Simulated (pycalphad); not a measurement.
CALPHAD calculation (pycalphad, COST 507 light-alloy database (1999)), 1 atm. The data set is of 1999 and partly superseded. Phase fractions are per mole of atoms.

**Question.** Give the equilibrium state of Hf-73.4B (at.%) at 1377 °C.

**Answer.** B2M, fraction 0.798, with 66.7 B at.%; β-boron, fraction 0.202, with 100 B at.%.

**Question.** Give the equilibrium state of Hf-73.4B (at.%) at 2802 °C.

**Answer.** B2M, fraction 0.715, with 66.7 B at.%; liquid, fraction 0.285, with 90.3 B at.%.

Database names, with the compositions (at.%) that they take in these runs: B2M: B 67 Hf 33.
